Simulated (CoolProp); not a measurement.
Properties of R115 along the isobar 918 kPa (Tc = 353.1 K, pc = 3129 kPa, ω = 0.248).

Values from CoolProp's reference Helmholtz-energy equation of state, Lemmon 2016.

| T (K) | phase | density (kg/m³) | cp (kJ/(kg K)) | cv (kJ/(kg K)) | isothermal compressibility (1/MPa) | expansivity (1/kK) |
|---|---|---|---|---|---|---|
| 288 | liquid | 1337 | 1.066 | 0.7041 | 0.007349 | 3.515 |
| 302.2 | gas | 70.23 | 0.8574 | 0.7094 | 1.438 | 7.034 |
| 316.3 | gas | 64.26 | 0.8317 | 0.7130 | 1.343 | 5.692 |
| 330.4 | gas | 59.67 | 0.8257 | 0.7228 | 1.286 | 4.888 |
| 344.6 | gas | 55.90 | 0.8282 | 0.7354 | 1.247 | 4.334 |
| 358.7 | gas | 52.74 | 0.8350 | 0.7489 | 1.220 | 3.928 |
| 372.8 | gas | 50.02 | 0.8439 | 0.7628 | 1.199 | 3.611 |
| 387 | gas | 47.61 | 0.8540 | 0.7767 | 1.182 | 3.352 |
| 401.1 | gas | 45.48 | 0.8646 | 0.7903 | 1.169 | 3.138 |
| 415.2 | gas | 43.57 | 0.8754 | 0.8034 | 1.158 | 2.956 |
| 429.3 | gas | 41.84 | 0.8861 | 0.8161 | 1.149 | 2.799 |
| 443.5 | gas | 40.25 | 0.8967 | 0.8284 | 1.141 | 2.660 |
| 457.6 | gas | 38.80 | 0.9070 | 0.8401 | 1.135 | 2.538 |
| 471.7 | gas | 37.47 | 0.9170 | 0.8512 | 1.129 | 2.429 |
| 485.9 | gas | 36.22 | 0.9267 | 0.8619 | 1.124 | 2.330 |
| 500 | gas | 35.07 | 0.9360 | 0.8721 | 1.120 | 2.241 |
